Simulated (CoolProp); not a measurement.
Methane at 298.15 K and 0.226 MPa flows at 1.9 m/s in a round tube of 2 mm bore and 0.25 µm roughness, fully developed (64/Re and Nu = 3.66 if laminar; Colebrook and Gnielinski if turbulent). Each further row changes one setting.

The numbers come from the reference Helmholtz-energy equation of state, Setzmann 1991 in CoolProp.

| case | Reynolds number | Darcy friction factor | pressure drop (Pa/m) | heat-transfer coefficient (W/(m² K)) | mass flow (kg/h) |
|---|---|---|---|---|---|
| as stated | ? | ? | ? | 62.6 | ? |
| velocity 3.8 m/s | 995 | 0.0643 | ? | 62.6 | 0.0631 |
| diameter 4 mm | 995 | 0.0643 | 42.6 | ? | ? |

### Question
Some entries are withheld; supply them.

### Answer

- as stated, Reynolds number: 498
- as stated, Darcy friction factor: 0.129
- as stated, pressure drop (Pa/m): 170
- as stated, mass flow (kg/h): 0.0316
- velocity 3.8 m/s, pressure drop (Pa/m): 341
- diameter 4 mm, heat-transfer coefficient (W/(m² K)): 31.3
- diameter 4 mm, mass flow (kg/h): 0.126

Viscosity comes from a separate model (Quiñones-Cisneros 2006). Thermal conductivity comes from a separate model (Friend 1989).
